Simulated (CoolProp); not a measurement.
Vapour-liquid equilibrium of CH2F2 (R32) (1) + R143a (2) at 12.9 bar; x and y are mole fractions of (1).

Model: multi-fluid Helmholtz-energy mixture model, Tillner-Roth 1997 and Lemmon and Jacobsen 2000; pair parameters Bell 2016, in CoolProp.

**Question.** Give the bubble temperature and the first vapour's composition at x = 0.25, 0.35, 0.75. Is there an azeotrope?

**Answer.** x = 0.25: 20.7 °C, y = 0.313; x = 0.35: 19.2 °C, y = 0.416; x = 0.75: 15.7 °C, y = 0.770. y crosses x between x = 0.85 and 0.95: the model has an azeotrope there.

The pair parameters rest on a limited set of measurements; away from them the model extrapolates.
